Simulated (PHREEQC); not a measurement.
**Copper plating or etch bath (model solution)**

Solution (30 °C): 75 mmol/kgw CuSO4 and 0.66 mmol/kgw H2SO4. Closed to the air; pH follows from the charge balance.

Equilibrium calculation in PHREEQC: ion-association model, phreeqc.dat.

No solid was allowed to form.

Estimate the pH, ionic strength, density.

pH 3.36; ionic strength 0.160 mol/kgw; density 1.007 g/cm³.

In which forms is S present?

SO4-2 52 %, CuSO4 46 %, HSO4- 1.0 % of the S.
